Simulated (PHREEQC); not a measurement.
HCl is added in steps, without added water, to 1 kg of water holding 35 mmol/kgw NaHSO4, 130 mmol/kgw KOH and 0.11 mmol/kgw KCl, at 25 °C. Oxygen is held at 0.21 atm. CO2 from the air is kept out. Only these solids could form: Halite, Mirabilite.

Base run: PHREEQC, ion-association model, wateq4f.dat. Each further column changes one thing. The table gives HSO4- (mol/kgw).

```csv
HCl added (mol),base,Debye-Hückel limiting law,all activity coefficients set to 1,metal-ligand complexes left out,database phreeqc.dat
0,1.58e-13,1.12e-13,1.81e-13,2.02e-13,1.56e-13
0.016,1.90e-13,1.35e-13,2.17e-13,2.43e-13,1.88e-13
0.028,2.24e-13,1.59e-13,2.56e-13,2.87e-13,2.22e-13
0.044,2.94e-13,2.09e-13,3.37e-13,3.77e-13,2.91e-13
0.06,4.28e-13,3.05e-13,4.91e-13,5.50e-13,4.24e-13
0.072,6.52e-13,4.64e-13,7.47e-13,8.36e-13,6.46e-13
0.088,2.14e-12,1.53e-12,2.46e-12,2.75e-12,2.12e-12
0.1,0.00222,0.00133,0.00305,0.00251,0.00220
0.116,0.00824,0.00496,0.0112,0.00929,0.00815
0.132,0.0128,0.00777,0.0171,0.0143,0.0127
0.144,0.0155,0.00946,0.0202,0.0172,0.0153
0.16,0.0182,0.0113,0.0232,0.0200,0.0180
```

 phreeqc.dat and wateq4f.dat share most of their constants, so their agreement is no independent check. Solids allowed in the column 'database phreeqc.dat': Halite, Sylvite.
